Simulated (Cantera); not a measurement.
Reactions in the system Cl-Fe-H-O

Source: NASA polynomial tables (part measured, part estimated), evaluated in Cantera. Values are per mole of reaction as written; species without (g) are pure solids or liquids, kept so even where they would boil at 1 bar.

3 Fe(OH)₂ = 2 Fe(OH)₃ + Fe

```tsv
T (K)	ΔH° (kJ)	ΔS° (J/K)	ΔG° (kJ)	log10 K	condensed phases
550	46.6	-53.3	75.9	-7.21	Fe(OH)₂(s), Fe(OH)₃(s), Fe(α)
625	44.9	-56.2	80.0	-6.69	Fe(OH)₂(s), Fe(OH)₃(s), Fe(α)
700	43.6	-58.2	84.3	-6.29	Fe(OH)₂(s), Fe(OH)₃(s), Fe(α)
775	42.6	-59.6	88.7	-5.98	Fe(OH)₂(s), Fe(OH)₃(s), Fe(α)
850	41.9	-60.4	93.2	-5.73	Fe(OH)₂(s), Fe(OH)₃(s), Fe(α)
925	41.7	-60.7	97.8	-5.52	Fe(OH)₂(s), Fe(OH)₃(s), Fe(α)
1000	42.1	-60.2	102.3	-5.34	Fe(OH)₂(s), Fe(OH)₃(s), Fe(α)
1075	44.3	-58.1	106.8	-5.19	Fe(OH)₂(s), Fe(OH)₃(s), Fe(α)
1150	44.9	-57.6	111.1	-5.05	Fe(OH)₂(s), Fe(OH)₃(s), Fe(α)
1225	45.9	-56.7	115.4	-4.92	Fe(OH)₂(s), Fe(OH)₃(s), Fe(γ)
```

2 FeCl₃(g) + 10 Fe(OH)₃ = 6 HCl(g) + 3 O₂(g) + 12 Fe(OH)₂

| T (K) | ΔH° (kJ) | ΔS° (J/K) | ΔG° (kJ) | log10 K |
|---|---|---|---|---|
| 550 | 1426.0 | 1150.2 | 793.4 | -75.35 |
| 625 | 1429.6 | 1156.4 | 706.8 | -59.07 |
| 700 | 1431.5 | 1159.3 | 620.0 | -46.26 |
| 775 | 1432.2 | 1160.2 | 533.0 | -35.92 |
| 850 | 1431.9 | 1159.9 | 446.0 | -27.41 |
| 925 | 1430.8 | 1158.6 | 359.0 | -20.27 |
| 1000 | 1428.5 | 1156.3 | 272.2 | -14.22 |
| 1075 | 1425.1 | 1153.0 | 185.6 | -9.02 |
| 1150 | 1420.7 | 1149.0 | 99.3 | -4.51 |
| 1225 | 1415.4 | 1144.6 | 13.3 | -0.57 |
